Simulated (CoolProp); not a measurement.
Saturation properties of trans-2-butene.

The numbers come from the reference Helmholtz-energy equation of state, Lemmon 2005 in CoolProp. It is a short technical equation, of lower accuracy than the large ones.

```json
[
 {"T (°C)": "15.15", "p (bar)": "1.695", "liquid density (kg/m³)": "[?]", "vapour density (kg/m³)": "4.219", "enthalpy of vaporisation (kJ/kg)": "[?]", "surface tension (mN/m)": "14.3"},
 {"T (°C)": "22.05", "p (bar)": "2.130", "liquid density (kg/m³)": "602.1", "vapour density (kg/m³)": "5.235", "enthalpy of vaporisation (kJ/kg)": "384.5", "surface tension (mN/m)": "13.4"},
 {"T (°C)": "28.95", "p (bar)": "2.647", "liquid density (kg/m³)": "593.8", "vapour density (kg/m³)": "6.431", "enthalpy of vaporisation (kJ/kg)": "377.2", "surface tension (mN/m)": "12.6"},
 {"T (°C)": "35.85", "p (bar)": "[?]", "liquid density (kg/m³)": "585.3", "vapour density (kg/m³)": "7.830", "enthalpy of vaporisation (kJ/kg)": "[?]", "surface tension (mN/m)": "11.8"},
 {"T (°C)": "42.75", "p (bar)": "3.960", "liquid density (kg/m³)": "576.6", "vapour density (kg/m³)": "9.458", "enthalpy of vaporisation (kJ/kg)": "361.8", "surface tension (mN/m)": "11.0"},
 {"T (°C)": "49.65", "p (bar)": "4.777", "liquid density (kg/m³)": "567.6", "vapour density (kg/m³)": "11.34", "enthalpy of vaporisation (kJ/kg)": "353.6", "surface tension (mN/m)": "10.2"},
 {"T (°C)": "56.55", "p (bar)": "5.713", "liquid density (kg/m³)": "[?]", "vapour density (kg/m³)": "13.52", "enthalpy of vaporisation (kJ/kg)": "344.9", "surface tension (mN/m)": "9.37"},
 {"T (°C)": "63.45", "p (bar)": "6.780", "liquid density (kg/m³)": "548.9", "vapour density (kg/m³)": "16.02", "enthalpy of vaporisation (kJ/kg)": "[?]", "surface tension (mN/m)": "8.59"},
 {"T (°C)": "70.25", "p (bar)": "7.970", "liquid density (kg/m³)": "539.1", "vapour density (kg/m³)": "18.85", "enthalpy of vaporisation (kJ/kg)": "326.3", "surface tension (mN/m)": "7.83"},
 {"T (°C)": "77.15", "p (bar)": "9.329", "liquid density (kg/m³)": "528.8", "vapour density (kg/m³)": "22.15", "enthalpy of vaporisation (kJ/kg)": "316.2", "surface tension (mN/m)": "7.08"},
 {"T (°C)": "84.05", "p (bar)": "10.85", "liquid density (kg/m³)": "518.0", "vapour density (kg/m³)": "25.93", "enthalpy of vaporisation (kJ/kg)": "305.3", "surface tension (mN/m)": "6.34"},
 {"T (°C)": "90.95", "p (bar)": "12.55", "liquid density (kg/m³)": "506.7", "vapour density (kg/m³)": "30.29", "enthalpy of vaporisation (kJ/kg)": "293.8", "surface tension (mN/m)": "5.62"},
 {"T (°C)": "97.85", "p (bar)": "14.45", "liquid density (kg/m³)": "[?]", "vapour density (kg/m³)": "[?]", "enthalpy of vaporisation (kJ/kg)": "281.3", "surface tension (mN/m)": "4.91"},
 {"T (°C)": "104.75", "p (bar)": "16.54", "liquid density (kg/m³)": "481.8", "vapour density (kg/m³)": "41.20", "enthalpy of vaporisation (kJ/kg)": "267.8", "surface tension (mN/m)": "4.22"},
 {"T (°C)": "111.65", "p (bar)": "18.86", "liquid density (kg/m³)": "468.1", "vapour density (kg/m³)": "48.08", "enthalpy of vaporisation (kJ/kg)": "253.0", "surface tension (mN/m)": "3.55"}
]
```

**Question.** Complete the blanks.

**Answer.** 
- 15.15, liquid density (kg/m³): 610.2
- 15.15, enthalpy of vaporisation (kJ/kg): 391.5
- 35.85, p (bar): 3.254
- 35.85, enthalpy of vaporisation (kJ/kg): 369.7
- 56.55, liquid density (kg/m³): 558.4
- 63.45, enthalpy of vaporisation (kJ/kg): 335.8
- 97.85, liquid density (kg/m³): 494.6
- 97.85, vapour density (kg/m³): 35.34

It boils at 0.9 °C under 1 atm.

Surface tension comes from a separate correlation (Mulero 2014).
